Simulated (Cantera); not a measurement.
N2O furnace oxynitridation

An isothermal, constant-pressure homogeneous reactor starts with 25.0 % N₂O, 0.0674 % H₂, 74.9 % N₂, 0.105 % H₂O, at 1400 K and 20.0 Torr.

Computed with Cantera and GRI-Mech 3.0 (53 species, 325 reactions). GRI-Mech 3.0 was tuned for natural gas; its chemistry of N2O as a main component is partial and can be far from experiment. Radical loss at walls, strong at low pressure, is not modelled. The temperature is held fixed by assumption; the heat of reaction is taken as removed at once.

```tsv
t (s)	x N₂O	x H₂	x O	x HO₂	x N₂	x H
5.00e-5	0.250	0.000674	2.49e-6	1.71e-11	0.749	8.51e-9
0.000283	0.250	0.000673	1.10e-5	3.50e-9	0.749	8.45e-8
0.00160	0.249	0.000665	2.25e-5	3.66e-7	0.749	3.96e-7
0.00909	0.248	0.000520	2.29e-5	4.63e-6	0.749	1.01e-6
0.0515	0.243	8.91e-5	2.41e-5	2.45e-6	0.752	2.09e-7
0.291	0.217	1.70e-7	2.42e-5	5.12e-7	0.765	6.76e-8
1.65	0.117	1.08e-7	2.36e-5	7.92e-8	0.812	9.43e-8
9.35	0.00493	1.31e-7	1.72e-5	4.07e-9	0.866	1.03e-7
53.0	5.34e-7	1.42e-8	1.77e-6	2.41e-9	0.868	3.59e-9
300	4.23e-7	1.42e-8	1.77e-6	2.41e-9	0.868	3.58e-9
```
x: mole fraction; the columns are a selection and need not sum to one.

Equilibrium at this temperature and pressure: N₂O 6.16e-9, H₂ 1.28e-8, O 1.94e-6, HO₂ 2.79e-9, N₂ 0.888, H 3.39e-9 (gas phase only).
